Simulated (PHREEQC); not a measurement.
A solution holds 0.03 mol/kgw CuCl2, 0.00014 mol/kgw HCl, 0.03 mol/kgw H3BO3 and 0.02 mol/kgw KCl, at 20 °C. Closed to the air; pH follows from the charge balance.

Computed with PHREEQC (ion-association model, phreeqc.dat).

No solid was allowed to form.

**Question.** What pH, density, specific conductance does the model give?

**Answer.** pH 3.93; density 1.004 g/cm³; specific conductance 7430 µS/cm.

**Question.** In which forms is Cu present?

**Answer.** Cu+2 94 %, CuCl+ 6.1 % of the Cu.
